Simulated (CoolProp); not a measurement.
Model: reference Helmholtz-energy equation of state, Lemmon 2006, in CoolProp. It is a short technical equation, of lower accuracy than the large ones.

Q: For carbon monoxide, give the phase and the Joule-Thomson coefficient (K/MPa) at 154.6 K and 1.85 MPa; 189.7 K and 1.85 MPa; 260 K and 1.85 MPa.

A: 
- 154.6 K and 1.85 MPa: gas; Joule-Thomson coefficient 8.10
- 189.7 K and 1.85 MPa: gas; Joule-Thomson coefficient 5.56
- 260 K and 1.85 MPa: gas; Joule-Thomson coefficient 3.12
